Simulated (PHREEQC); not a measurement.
Solution (40 °C): 3 mmol/kgw CaCl2, 0.054 mmol/kgw NaHCO3 and 23 mmol/kgw NaCl. Closed to the air; pH follows from the charge balance.

Computed with PHREEQC (ion-association model, wateq4f.dat).

This is a speciation only: nothing precipitates in the calculation.

Problem. Order these C species by the share of C that they hold, largest first: CaCO3, CaHCO3+, CO2, HCO3-, NaHCO3.

Solution. HCO3- (92 %), CO2 (3.8 %), CaHCO3+ (2.2 %), NaHCO3 (0.85 %), CaCO3 (0.71 %)

The pH is 7.61 and the ionic strength 0.0321 mol/kgw. Complexes and solids missing from the database can't appear. Constants without temperature data keep their 25 °C values here.
